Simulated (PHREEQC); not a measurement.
A solution holds 0.00097 mol/kgw NaHSO4 and 0.23 mol/kgw K2HPO4, at 25 °C. Closed to the air; pH follows from the charge balance.

All values are PHREEQC results (ion-association model, phreeqc.dat), not measurements.

Problem. The ionic strength comes out as 0.630 mol/kgw. What activity coefficients do PO4-3, K+, KHPO4-, SO4-2, OH- get?

Solution. PO4-3 0.016, K+ 0.63, KHPO4- 0.68, SO4-2 0.19, OH- 0.61.

Precipitation was switched off in this run.
